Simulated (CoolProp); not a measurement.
Vapour-liquid equilibrium of acetone (1) + cyclohexane (2) at 0.042 MPa; x and y are mole fractions of (1).

Computed with CoolProp (multi-fluid Helmholtz-energy mixture model, Lemmon 2006 and Zhou 2014; pair parameters Bell 2016).

Question: Give the bubble temperature and the first vapour's composition at x = 0.25, 0.55, 0.95. Is there an azeotrope?

Answer: x = 0.25: 304.7 K, y = 0.641; x = 0.55: 303.2 K, y = 0.686; x = 0.95: 304.4 K, y = 0.910. y crosses x between x = 0.65 and 0.75: the model has an azeotrope there.

The pair parameters rest on a limited set of measurements; away from them the model extrapolates. With so large a gap from Raoult's law the liquid may split in two, which this calculation doesn't test in full.
